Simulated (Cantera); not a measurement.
Charge: 1 mol c-C4F8, 0.56 mol HCl, 2.2 mol H2, held at 0.0110 bar.

These are equilibrium values from Cantera (NASA tables, ideal gas, pure condensed phases), not measurements of a reactor. Candidate condensed phases: C, C6H6, C7H8, C8H18; 118 gas species. The feed counts by its element totals alone. Kinetics and transport are ignored. All values below are at 2825 K.

Base state: HF 0.575, F 0.308, Cl 0.0649, CF 0.0242, CF2 0.0157, H 0.00598, C3 0.00389, C 0.000785 (mole fractions); condensed: C(graphite).

**Question.** What changes in the equilibrium state with this change: HCl from 0.56 to 0.056 mol?

**Answer.** 
| species | before | after |
|---|---|---|
| HF | 0.575 | 0.556 |
| F | 0.308 | 0.375 |
| CF | 0.0242 | 0.0294 |
| Cl | 0.0649 | 0.00698 |
| CF2 | 0.0157 | 0.0233 |
| HCl | 0.000778 | 6.64e-5 |
| CF3 | 1.97e-5 | 3.55e-5 |
| H2 | 4.94e-5 | 3.11e-5 |
| C(graphite), mol | 3.54 | 3.47 |

**Question.** What changes in the equilibrium state with this change: pressure from 0.0110 bar to 0.00133 bar?

**Answer.** 
| species | before | after |
|---|---|---|
| HF | 0.575 | 0.494 |
| F | 0.308 | 0.336 |
| Cl | 0.0649 | 0.0597 |
| H | 0.00598 | 0.0388 |
| C3 | 0.00389 | 0.0321 |
| CF2 | 0.0157 | 0.00227 |
| CF | 0.0242 | 0.0264 |
| CF3 | 1.97e-5 | 3.77e-7 |
| C5 | 4.06e-5 | 0.000335 |
| C | 0.000785 | 0.00648 |
| C2 | 0.000382 | 0.00315 |
| C4 | 7.75e-6 | 6.39e-5 |
| C(graphite), mol | 3.54 | 2.70 |
